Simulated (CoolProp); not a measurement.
Vapour-liquid equilibrium of R22 (1) + c-C4F8 (RC318) (2) at 1.78 MPa; x and y are mole fractions of (1).

Computed with CoolProp (multi-fluid Helmholtz-energy mixture model, Kamei 1995 and Platzer 1990; pair parameters Bell 2016). This equation is an older, rougher fit; its heat capacities, sound speeds and derivatives of the liquid may be far off and weren't checked against measurements.

Q: Give the bubble temperature and the first vapour's composition at x = 0.05, 0.35, 0.65. Is there an azeotrope?

A: x = 0.05: 364.2 K, y = 0.073; x = 0.35: 342.4 K, y = 0.561; x = 0.65: 326.5 K, y = 0.808. No azeotrope shows between x = 0.05 and 0.95.

Pair parameters are fitted to limited data, so mixtures are less certain than the pure fluids. The gap from Raoult's law changes sign with composition, which may be real or a fault of the pair parameters; it wasn't checked against measurements.
